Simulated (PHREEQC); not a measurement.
Model water analysis in mg/L, 90 °C, pH 6.73, pe 9.7:

| constituent | mg/L |
|---|---|
| Na | 0.142 |
| K | 0.0153 |
| Ca | 0.309 |
| Mg | 0.0229 |
| Cl | 0.1 |
| S(6) as SO4 | 0.0443 |
| Alkalinity as HCO3 | 1.25 |
| N(5) as NO3 | 0.000546 |
| Ni | 0.0296 |

Valence states are taken as typed.

Equilibrium calculation in PHREEQC: ion-association model, wateq4f.dat.

Precipitation was switched off in this run.

Problem. Estimate the charge-balance error.

Solution. charge-balance error 1.3 %.

Problem. In which forms is C present?

Solution. HCO3- 69 %, CO2 31 % of the C.

At this temperature some constants are extrapolated from 25 °C, and those without enthalpy data are left unchanged.
